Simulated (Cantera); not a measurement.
Charge: 1 mol SiH4, 0.25 mol O3, 87 mol H2, 7.5 mol H2O, held at 4.60 mbar.

Method: chemical equilibrium by Gibbs-energy minimisation in Cantera with the NASA 1993 tables (ideal gas, pure condensed phases). Candidate condensed phases: H2O, Si, SiO2; 18 gas species. The tables hold silica as quartz up to 1696 K and as liquid above; real silica turns to tridymite and cristobalite and melts near 1996 K. The numbers say what is thermodynamically allowed, not how fast it happens.

x: gas mole fraction; n: condensed amount in mol.

| T (K) | x H2 | x H2O | x SiO | x H | x OH | n SiO2(β-quartz) | n SiO2(condensed) |
|---|---|---|---|---|---|---|---|
| 1198 | 0.935 | 0.0648 | 8.91e-11 | … | 1.48e-9 | 1.00 | 0 |
| 1248 | 0.935 | 0.0648 | 8.05e-10 | … | 4.71e-9 | 1.00 | 0 |
| 1298 | 0.935 | 0.0648 | 6.11e-9 | … | 1.37e-8 | 1.000 | 0 |
| 1348 | 0.935 | 0.0648 | 3.98e-8 | … | 3.68e-8 | 1.000 | 0 |
| 1398 | 0.935 | 0.0648 | 2.26e-7 | … | 9.21e-8 | 1.000 | 0 |
| 1448 | 0.935 | 0.0648 | 1.13e-6 | … | 2.17e-7 | 1.000 | 0 |
| 1498 | 0.935 | 0.0648 | 5.08e-6 | … | 4.81e-7 | 1.000 | 0 |
| 1548 | 0.935 | 0.0648 | 2.06e-5 | … | 1.02e-6 | 0.998 | 0 |
| 1598 | 0.934 | 0.0648 | 7.64e-5 | … | 2.05e-6 | 0.993 | 0 |
| 1648 | 0.934 | 0.0650 | 0.000260 | … | 3.97e-6 | 0.975 | 0 |
| 1698 | 0.932 | 0.0655 | 0.000818 | … | 7.43e-6 | 0 | 0.921 |
| 1748 | 0.928 | 0.0668 | 0.00232 | … | 1.36e-5 | 0 | 0.775 |
| 1798 | 0.919 | 0.0702 | 0.00600 | … | 2.50e-5 | 0 | 0.416 |

Some entries are withheld; supply them.


- 1198, x H: 2.71e-6
- 1248, x H: 6.66e-6
- 1298, x H: 1.53e-5
- 1348, x H: 3.30e-5
- 1398, x H: 6.75e-5
- 1448, x H: 0.000131
- 1498, x H: 0.000245
- 1548, x H: 0.000439
- 1598, x H: 0.000759
- 1648, x H: 0.00127
- 1698, x H: 0.00206
- 1748, x H: 0.00324
- 1798, x H: 0.00498
